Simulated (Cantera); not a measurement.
**Thermodynamics of silicon epitaxy and polysilicon growth, feed Si2H6 + HCl + H2**

Feed: 1 mol Si2H6, 0.46 mol HCl, a varied amount of H2, at 948.15 K and 1.50 bar.

Equilibrium computed with Cantera from the NASA thermochemical tables; the gas is ideal and each condensed phase is pure. Candidate condensed phases: Si; 19 gas species. The feed counts by its element totals alone. The tables' values for SiCl3 are old estimates; treat these amounts as uncertain. Kinetics and transport are ignored.

```
n(H2) (mol)  log p H2  log p HCl  log p SiHCl3  log p SiCl4  log p SiH2Cl2  log p SiH3Cl  n Si(s)
-----------  --------  ---------  ------------  -----------  -------------  ------------  -------
29               0.17      -2.48         -2.48        -2.78          -3.17         -4.46     1.88
40               0.17      -2.52         -2.61        -2.96          -3.26         -4.50     1.88
56               0.17      -2.57         -2.76        -3.16          -3.35         -4.55     1.88
77               0.17      -2.62         -2.91        -3.36          -3.45         -4.60     1.89
110              0.18      -2.68         -3.09        -3.60          -3.57         -4.66     1.90
150              0.18      -2.74         -3.26        -3.83          -3.69         -4.72     1.91
200              0.18      -2.80         -3.43        -4.06          -3.80         -4.77     1.91
280              0.18      -2.87         -3.66        -4.36          -3.95         -4.85     1.93
380              0.18      -2.94         -3.88        -4.65          -4.10         -4.92     1.94
530              0.18      -3.03         -4.15        -5.01          -4.28         -5.01     1.95
730              0.18      -3.13         -4.44        -5.40          -4.47         -5.11     1.96
```
log p: log10 of the partial pressure in bar; n: condensed amount in mol.

From 29 mol H2 to 730 mol H2 the condensed part is Si(s). The main Si-bearing gas is SiHCl3 throughout. The share of Si in condensed phases is highest at 730 mol H2 (98.0 %) and lowest at 29 mol H2 (93.8 %).
